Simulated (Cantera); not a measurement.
Charge: 1 mol HCl, 3 mol H2O, 0.34 mol N2, held at 1773 K and 10.0 Torr.

These are equilibrium values from Cantera (NASA tables, ideal gas, pure condensed phases), not measurements of a reactor. Candidate condensed phases: H2O, NH4Cl; 29 gas species. The numbers say what is thermodynamically allowed, not how fast it happens.

What is the equilibrium state?


* **x(H2O)**: 0.683
* **x(HCl)**: 0.224
* **x(N2)**: 0.0779
* **x(H2)**: 0.00636
* **x(Cl)**: 0.00532
* **x(O2)**: 0.00151
* **x(OH)**: 0.00131
* **x(H)**: 0.000197
* **x(NO)**: 0.000101
* **gas amount**: 4.362 mol
